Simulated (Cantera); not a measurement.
Charge: 1 mol Cu₂O, 0.87 mol CH₄, 0.68 mol CO, held at 1552 °C and 200 Pa.

Equilibrium computed with Cantera from the NASA thermochemical tables; the gas is ideal and each condensed phase is pure. Candidate condensed phases: C, C₆H₆, C₇H₈, C₈H₁₈, Cu, CuO, Cu(OH)₂, Cu₂O, H₂O; 113 gas species. The numbers say what is thermodynamically allowed, not how fast it happens.

Base state: Cu 0.360, H₂ 0.314, CO 0.295, H₂O 0.0203, H 0.00551, CO₂ 0.00486, Cu₂ 0.000768, OH 2.49e-5 (mole fractions); condensed: Cu(l).

Q: What changes in the equilibrium state with this change: CH₄ from 0.87 to 3.9 mol?

A: 
| species | before | after |
|---|---|---|
| H₂ | 0.314 | 0.673 |
| Cu | 0.360 | 0.173 |
| CO | 0.295 | 0.146 |
| H₂O | 0.0203 | 4.95e-8 |
| CO₂ | 0.00486 | 2.74e-9 |
| C₂H₂ (acetylene) | <1e-9 | 0.000144 |
| OH | 2.49e-5 | <1e-9 |
| Cu₂ | 0.000768 | 0.000178 |
| H | 0.00551 | 0.00808 |
| Cu(l), mol | 0.131 | 0 |
| C(graphite), mol | 0 | 2.90 |
